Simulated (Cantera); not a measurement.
SiO2 + Al2O3 + H2 (silicates and aluminates)

Feed: 1 mol SiO2, 0.56 mol Al2O3, 79 mol H2, held at 1 atm.

Equilibrium computed with Cantera from the NASA thermochemical tables; the gas is ideal and each condensed phase is pure. Candidate condensed phases: Al, Al2O3, Al2SiO5, Al6Si2O13, H2O, Si, SiO2; 28 gas species. Mutual solubility and eutectic melting of coexisting phases are not modelled. The tables hold silica as quartz up to 1696 K and as liquid above; real silica turns to tridymite and cristobalite and melts near 1996 K. Condensed phases not in the tables: alloys, solid solutions and most ternary compounds. Equilibrium is a limit: real reactors are often held back by kinetics, nucleation or transport.

At 798 K the condensed part is Al2SiO5(andalusite) + SiO2(α-quartz). From 848 K to 1248 K the condensed part is Al2SiO5(andalusite) + SiO2(β-quartz).

| T (K) | log p H2 | log p H2O | log p SiO | log p H | log p SiH4 | log p SiH2 | n Al2SiO5(andalusite) | n SiO2(α-quartz) | n SiO2(β-quartz) |
|---|---|---|---|---|---|---|---|---|---|
| 798 | 0.01 | -9.95 | <-11 | -11.57 | -10.25 | <-11 | 0.560 | 0.440 | 0 |
| 848 | 0.01 | -9.38 | <-11 | -10.72 | -9.69 | <-11 | 0.560 | 0 | 0.440 |
| 898 | 0.01 | -8.89 | <-11 | -9.96 | -9.19 | <-11 | 0.560 | 0 | 0.440 |
| 948 | 0.01 | -8.44 | -11.43 | -9.28 | -8.74 | <-11 | 0.560 | 0 | 0.440 |
| 998 | 0.01 | -8.04 | -10.30 | -8.66 | -8.35 | <-11 | 0.560 | 0 | 0.440 |
| 1048 | 0.01 | -7.68 | -9.29 | -8.11 | -7.99 | -11.12 | 0.560 | 0 | 0.440 |
| 1098 | 0.01 | -7.34 | -8.38 | -7.60 | -7.69 | -10.32 | 0.560 | 0 | 0.440 |
| 1148 | 0.01 | -7.01 | -7.57 | -7.14 | -7.46 | -9.63 | 0.560 | 0 | 0.440 |
| 1198 | 0.01 | -6.66 | -6.88 | -6.72 | -7.35 | -9.11 | 0.560 | 0 | 0.440 |
| 1248 | 0.01 | -6.26 | -6.33 | -6.33 | -7.41 | -8.78 | 0.560 | 0 | 0.440 |
log p: log10 of the partial pressure in bar; n: condensed amount in mol.
